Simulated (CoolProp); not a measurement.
Isobutane at 484.2 K and 0.336 MPa flows at 15 m/s in a round tube of 20 mm bore and 45 µm roughness, fully developed (64/Re and Nu = 3.66 if laminar; Colebrook and Gnielinski if turbulent). Each further row changes one setting.

Model: reference Helmholtz-energy equation of state, Bücker 2006, in CoolProp.

```json
[
 {"case": "as stated", "Reynolds number": "125000", "Darcy friction factor": "0.0255", "pressure drop (Pa/m)": "707", "heat-transfer coefficient (W/(m² K))": "682", "mass flow (kg/h)": "83.8"},
 {"case": "velocity 30 m/s", "Reynolds number": "250000", "Darcy friction factor": "0.0248", "pressure drop (Pa/m)": "2760", "heat-transfer coefficient (W/(m² K))": "1330", "mass flow (kg/h)": "168"},
 {"case": "diameter 40 mm", "Reynolds number": "250000", "Darcy friction factor": "0.0213", "pressure drop (Pa/m)": "295", "heat-transfer coefficient (W/(m² K))": "565", "mass flow (kg/h)": "335"}
]
```

Viscosity comes from a separate model (Vogel 2000). Thermal conductivity comes from a separate model (Perkins 2002).
